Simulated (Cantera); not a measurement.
Low-pressure radical oxidation in H2/O2

An isothermal, constant-pressure homogeneous reactor starts with H2 : O2 = 0.31 : 1 (molar parts), equivalence ratio 0.15, at 975 K and 0.0290 bar.

Detailed kinetics in Cantera: GRI-Mech 3.0 (53 species, 325 reactions). Radical loss at walls, strong at low pressure, is not modelled. The temperature is held fixed by assumption; the heat of reaction is taken as removed at once.

| t (s) | x H2 | x O2 | x H2O2 | x OH | x H2O |
|---|---|---|---|---|---|
| 0.000900 | 0.237 | 0.763 | 2.90e-11 | 2.46e-7 | 2.34e-6 |
| 0.00185 | 0.189 | 0.742 | 4.16e-7 | 0.00287 | 0.0349 |
| 0.00379 | 0.00807 | 0.720 | 1.90e-6 | 0.00328 | 0.248 |
| 0.00777 | 0.00138 | 0.731 | 1.42e-6 | 0.000687 | 0.266 |
| 0.0159 | 0.000377 | 0.731 | 9.12e-7 | 0.000262 | 0.268 |
| 0.0327 | 0.000111 | 0.732 | 5.43e-7 | 0.000133 | 0.268 |
| 0.0671 | 2.97e-5 | 0.732 | 3.01e-7 | 7.33e-5 | 0.268 |
| 0.138 | 6.83e-6 | 0.732 | 1.59e-7 | 4.14e-5 | 0.268 |
| 0.282 | 1.35e-6 | 0.732 | 8.08e-8 | 2.39e-5 | 0.268 |
| 0.579 | 2.53e-7 | 0.732 | 4.06e-8 | 1.43e-5 | 0.268 |
| 1.19 | 5.83e-8 | 0.732 | 2.06e-8 | 8.99e-6 | 0.268 |
| 2.44 | 1.95e-8 | 0.732 | 1.06e-8 | 5.85e-6 | 0.268 |
| 5.00 | 7.92e-9 | 0.732 | 5.50e-9 | 3.91e-6 | 0.268 |
x: mole fraction; the columns are a selection and need not sum to one.

Equilibrium at this temperature and pressure: H2 7.55e-11, O2 0.732, H2O2 7.93e-11, OH 3.79e-7, H2O 0.268 (gas phase only).
